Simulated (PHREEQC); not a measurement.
PHREEQC input (ion-association model, wateq4f.dat):

```
SOLUTION_MASTER_SPECIES
  An  An-  0  An  62.0  # stands for a non-complexing anion
SOLUTION_SPECIES
  An- = An-
    -log_k 0
    -gamma 3.0 0
PHASES
  Fix_H+
    H+ = H+
    -log_k 0
SOLUTION 1
  temp 25
  units mmol/kgw
  pH 7 charge
  Na 1
  An 1
END
SELECTED_OUTPUT 1
  -reset false
  -pH true
  -pe true
  -ionic_strength true
  -water true
  -totals Na
  -molalities Hfo_wOH Hfo_wOH2+ Hfo_wO- Hfo_sOH Hfo_sOH2+ Hfo_sO-
USER_PUNCH 1
  -headings sigma psi
  10 PUNCH EDL("sigma", "Hfo"), EDL("psi", "Hfo")
PRINT
  -reset false
USE solution 1
SURFACE 1
  Hfo_wOH 5.16854e-05 600 0.023
  Hfo_sOH 1.29213e-06
EQUILIBRIUM_PHASES 1
  Fix_H+ -3 HAn 10
    -force_equality true
  O2(g) -0.68 10
END
# ... the last block is repeated for the other 16 points of pH, with NaOH or the acid as the point needs
```

Selected output (columns that matter, 13 of 17 rows; pH added in front):

```
pH	mu	Na	m_Hfo_wOH	m_Hfo_wOH2+	m_Hfo_wO-	m_Hfo_sOH	m_Hfo_sOH2+	m_Hfo_sO-	sigma	psi
3	0.0020662	0.001	1.6186e-05	3.5329e-05	1.6989e-07	4.0465e-07	8.8323e-07	4.2471e-09	0.25199	0.23373
3.5	0.0013411	0.001	2.6227e-05	2.4823e-05	6.348e-07	6.5568e-07	6.2058e-07	1.587e-08	0.17336	0.22561
4.5	0.0010383	0.001	3.6245e-05	1.3153e-05	2.2881e-06	9.0611e-07	3.2882e-07	5.7202e-08	0.077868	0.19109
5	0.0010139	0.001	3.8171e-05	1.0262e-05	3.2527e-06	9.5427e-07	2.5654e-07	8.1317e-08	0.050235	0.16922
5.5	0.0010055	0.001	3.9078e-05	8.4828e-06	4.1241e-06	9.7696e-07	2.1207e-07	1.031e-07	0.031239	0.14513
6.5	0.0010011	0.001	3.9603e-05	6.7959e-06	5.2869e-06	9.9006e-07	1.699e-07	1.3217e-07	0.010816	0.092016
7	0.0010005	0.001	3.9654e-05	6.4275e-06	5.6043e-06	9.9134e-07	1.6069e-07	1.4011e-07	0.0059004	0.063903
7.5	0.0010002	0.001	3.9671e-05	6.1994e-06	5.8155e-06	9.9176e-07	1.5498e-07	1.4539e-07	0.0027511	0.035264
8.5	0.0010034	0.0010035	3.9673e-05	5.8884e-06	6.1235e-06	9.9183e-07	1.4721e-07	1.5309e-07	-0.0016852	-0.022568
9	0.0010107	0.001011	3.9663e-05	5.7056e-06	6.3165e-06	9.9158e-07	1.4264e-07	1.5791e-07	-0.0043787	-0.051342
9.5	0.0010334	0.001034	3.963e-05	5.435e-06	6.62e-06	9.9076e-07	1.3587e-07	1.655e-07	-0.0084935	-0.079693
10.5	0.0013319	0.0013339	3.9183e-05	4.2755e-06	8.2265e-06	9.7958e-07	1.0689e-07	2.0566e-07	-0.028317	-0.13298
11	0.0020569	0.0020607	3.7932e-05	3.0914e-06	1.0662e-05	9.4829e-07	7.7286e-08	2.6655e-07	-0.05426	-0.15506
```

The oxide is taken as insoluble; below pH 4 it would dissolve.
